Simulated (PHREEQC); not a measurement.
Dissolve 0.2 mol H2SO4 and 0.22 mol CuCl2 per kg of water at 20 °C. Closed to the air; pH follows from the charge balance.

The numbers come from PHREEQC with the ion-association model, phreeqc.dat.

```
quantity                  before    after
------------------------  ------  -------
pH                          0.70     4.48
ionic strength (mol/kgw)   0.797    0.926
Cl- (mol/kgw)              0.406    0.401
Cu+2 (mol/kgw)             0.156    0.133
HSO4- (mol/kgw)            0.133  5.14e-5
SO4-2 (mol/kgw)           0.0338   0.0858
```

Q: Name the change that produced these shifts.
(A) H2SO4 from 0.2 to 0.18 mol/kgw
(B) diluted 2-fold with water
(C) temperature from 20 to 45 °C
(D) H2SO4 replaced by FeSO4 at the same molality
(E) temperature from 20 to 65 °C

A: D, H2SO4 replaced by FeSO4 at the same molality

No solid was allowed to form. The ionic strength passes 0.7 mol/kgw, the rough limit of the ion-association models, in every such run.
